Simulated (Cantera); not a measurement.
Input (Python, Cantera):

```python
import numpy as np
import cantera as ct

gas = ct.Solution("gri30.yaml")
gas.TPX = 1050, 14000, {'N2O': 1, 'H2': 0.0093, 'N2': 4.9, 'H2O': 0.02}
reactor = ct.IdealGasConstPressureReactor(gas, energy="off", clone=False)
net = ct.ReactorNet([reactor])
net.rtol, net.atol = 1e-08, 1e-18
show = ['N2O', 'H2', 'H2O2', 'O', 'H', 'NO2', 'NO']
times = np.geomspace(0.0001, 90, 9)

steps = ct.SolutionArray(gas, extra=["t"])
rows = []
print(f"{'t/s':>10s}{'T/K':>9s}{'P/Pa':>11s}" + "".join(f"{s:>11s}" for s in show))
for t in times:
    while net.time < t:
        t_next = net.step()
        steps.append(gas.state, t=t_next)
    rows.append([np.interp(t, steps.t, y) for y in (steps.T, steps.P, *steps(*show).X.T)])
    print(f"{t:10.3e}{rows[-1][0]:9.1f}{rows[-1][1]:11.4g}" + "".join(f"{x:11.3e}" for x in rows[-1][2:]))
rate = np.gradient(steps.T, steps.t)
print("integrator steps:", len(steps.t))
if steps.T.max() > steps.T[0] + 200:
    print(f"time of steepest temperature rise: {steps.t[rate.argmax()]:.4e} s")
gas.TPX = 1050, 14000, {'N2O': 1, 'H2': 0.0093, 'N2': 4.9, 'H2O': 0.02}
gas.equilibrate("TP")
print(f"equilibrium (TP): T = {gas.T:.1f} K  " + "  ".join(f"{s} {gas[s].X[0]:.3e}" for s in show))
```

Output:

```
       t/s      T/K       P/Pa        N2O         H2       H2O2          O          H        NO2         NO
 1.000e-04   1050.0    1.4e+04  1.687e-01  1.568e-03  6.942e-18  2.444e-08  7.163e-10  3.036e-18  3.087e-10
 5.550e-04   1050.0    1.4e+04  1.687e-01  1.568e-03  7.603e-15  7.679e-08  1.067e-08  1.730e-15  6.695e-09
 3.080e-03   1050.0    1.4e+04  1.687e-01  1.567e-03  3.768e-12  9.498e-08  8.542e-08  1.972e-12  7.680e-08
 1.709e-02   1050.0    1.4e+04  1.686e-01  1.524e-03  6.988e-10  9.609e-08  3.640e-07  2.159e-09  8.224e-07
 9.487e-02   1050.0    1.4e+04  1.681e-01  1.071e-03  5.413e-09  1.071e-07  4.389e-07  8.246e-08  6.523e-06
 5.265e-01   1050.0    1.4e+04  1.669e-01  1.822e-04  2.796e-09  1.201e-07  4.734e-08  1.429e-06  2.144e-05
 2.922e+00   1050.0    1.4e+04  1.653e-01  6.682e-07  6.089e-10  1.186e-07  2.442e-10  1.485e-05  7.629e-05
 1.622e+01   1050.0    1.4e+04  1.575e-01  2.192e-09  4.667e-10  1.140e-07  1.448e-10  2.743e-05  4.126e-04
 9.000e+01   1050.0    1.4e+04  1.210e-01  2.012e-09  4.920e-10  1.095e-07  1.523e-10  2.792e-05  2.001e-03
integrator steps: 1895
equilibrium (TP): T = 1050.0 K  N2O 1.099e-09  H2 1.598e-11  H2O2 2.456e-12  O 4.995e-10  H 8.724e-14  NO2 3.031e-07  NO 3.473e-05
```

Computed with Cantera and GRI-Mech 3.0 (53 species, 325 reactions). GRI-Mech 3.0 was tuned for natural gas; its chemistry of N2O as a main component is partial and can be far from experiment. The mechanism lacks the step 2 NO + O2 → 2 NO2, which can matter for NO2 below about 1400 K. The temperature is held fixed by assumption; the heat of reaction is taken as removed at once.
